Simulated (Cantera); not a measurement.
An isothermal, constant-pressure homogeneous reactor starts with H2 : O2 = 0.46 : 1 (molar parts), equivalence ratio 0.23, at 925 K and 5.40 Torr.

Detailed kinetics in Cantera: GRI-Mech 3.0 (53 species, 325 reactions). Radical loss at walls, strong at low pressure, is not modelled. Below about 950 K walls govern HO2 and H2O2 in real vessels. The temperature is held fixed by assumption; the heat of reaction is taken as removed at once.

x: mole fraction; the columns are a selection and need not sum to one.

```tsv
t (s)	x H2	x O2	x OH	x HO2	x H2O
6.00e-6	0.315	0.685	<1e-12	<1e-12	<1e-12
1.81e-5	0.315	0.685	<1e-12	2.22e-12	<1e-12
5.43e-5	0.315	0.685	<1e-12	6.68e-12	<1e-12
0.000164	0.315	0.685	1.06e-12	2.01e-11	2.06e-12
0.000492	0.315	0.685	5.65e-12	6.10e-11	3.23e-11
0.00148	0.315	0.685	6.47e-11	1.93e-10	8.01e-10
0.00446	0.315	0.685	2.42e-8	5.23e-9	3.65e-7
0.0134	0.0569	0.584	0.00523	9.87e-6	0.198
0.0404	(withheld)	0.621	(withheld)	(withheld)	0.363
0.122	0.000265	0.626	0.000261	5.06e-6	0.373
0.366	2.61e-5	0.626	8.13e-5	9.64e-7	0.374
1.10	2.61e-6	0.626	3.18e-5	1.66e-7	0.374
3.31	3.10e-7	0.626	1.42e-5	3.47e-8	0.374
9.97	5.88e-8	0.626	7.10e-6	9.08e-9	0.374
30.0	(withheld)	0.626	(withheld)	(withheld)	0.374
```

Task: Some entries are withheld; supply them.

Result: 
- 0.0404, x H2: 0.00388
- 0.0404, x OH: 0.00167
- 0.0404, x HO2: 1.37e-5
- 30.0, x H2: 1.50e-8
- 30.0, x OH: 3.78e-6
- 30.0, x HO2: 2.71e-9
